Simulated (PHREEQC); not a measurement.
Consider water at 25 °C and 50 atm with 100 mmol/kgw NaHSO4, 8.5 mmol/kgw Na2B4O7 and 0.039 mmol/kgw KCl. It is in equilibrium with CO2 at log p = 0 (atm). Otherwise closed; pH follows from the charge balance.

Computed with PHREEQC (Pitzer model, pitzer.dat).

Each row changes one thing in this solution. Precipitation was switched off in this run.

```json
[
 {"case": "as made", "pH": "1.56", "ionic strength (mol/kgw)": "0.213", "SO4-2 (mol/kgw)": "0.0564", "HSO4- (mol/kgw)": "0.0436", "HCO3- (mol/kgw)": "7.53e-7", "SI of Mirabilite (Na2SO4:10H2O)": "-2.85", "SI of Thenardite (Na2SO4)": "-3.78"},
 {"case": "Na2B4O7 from 0.0085 to 0.0017 mol/kgw", "pH": "1.47", "ionic strength (mol/kgw)": "0.202", "SO4-2 (mol/kgw)": "0.0512", "HSO4- (mol/kgw)": "0.0488", "HCO3- (mol/kgw)": "6.11e-7", "SI of Mirabilite (Na2SO4:10H2O)": "-2.98", "SI of Thenardite (Na2SO4)": "-3.92"},
 {"case": "NaHSO4 from 0.1 to 0.2 mol/kgw", "pH": "1.28", "ionic strength (mol/kgw)": "0.393", "SO4-2 (mol/kgw)": "0.0966", "HSO4- (mol/kgw)": "0.103", "HCO3- (mol/kgw)": "4.38e-7", "SI of Mirabilite (Na2SO4:10H2O)": "-2.31", "SI of Thenardite (Na2SO4)": "-3.23"},
 {"case": "Na2B4O7 left out", "pH": "1.45", "ionic strength (mol/kgw)": "0.200", "SO4-2 (mol/kgw)": "0.0500", "HSO4- (mol/kgw)": "0.0500", "HCO3- (mol/kgw)": "5.83e-7", "SI of Mirabilite (Na2SO4:10H2O)": "-3.02", "SI of Thenardite (Na2SO4)": "-3.95"},
 {"case": "diluted 10-fold with water", "pH": "2.29", "ionic strength (mol/kgw)": "0.0255", "SO4-2 (mol/kgw)": "0.00776", "HSO4- (mol/kgw)": "0.00224", "HCO3- (mol/kgw)": "3.32e-6", "SI of Mirabilite (Na2SO4:10H2O)": "-5.17", "SI of Thenardite (Na2SO4)": "-6.12"},
 {"case": "KCl from 3.9e-05 to 4.29e-05 mol/kgw", "pH": "1.56", "ionic strength (mol/kgw)": "0.213", "SO4-2 (mol/kgw)": "0.0564", "HSO4- (mol/kgw)": "0.0436", "HCO3- (mol/kgw)": "7.53e-7", "SI of Mirabilite (Na2SO4:10H2O)": "-2.85", "SI of Thenardite (Na2SO4)": "-3.78"},
 {"case": "NaHSO4 from 0.1 to 0.5 mol/kgw", "pH": "0.90", "ionic strength (mol/kgw)": "0.916", "SO4-2 (mol/kgw)": "0.208", "HSO4- (mol/kgw)": "0.292", "HCO3- (mol/kgw)": "2.29e-7", "SI of Mirabilite (Na2SO4:10H2O)": "-1.61", "SI of Thenardite (Na2SO4)": "-2.48"}
]
```

Under pressure, the constants of complexes without a molar volume in the database are unreliable.
